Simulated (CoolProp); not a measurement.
Ammonia at 287.75 K and 9.1 MPa is throttled through a valve to 4.65 MPa with no heat exchange. Each further row changes one setting.

The numbers come from the reference Helmholtz-energy equation of state, Gao 2020 in CoolProp.

| case | temperature change (K) | final density (kg/m³) |
|---|---|---|
| as stated | +0.5 | 621 |
| outlet pressure 1.4 MPa | +0.9 | 617 |
| outlet pressure 6.05 MPa | +0.4 | 622 |
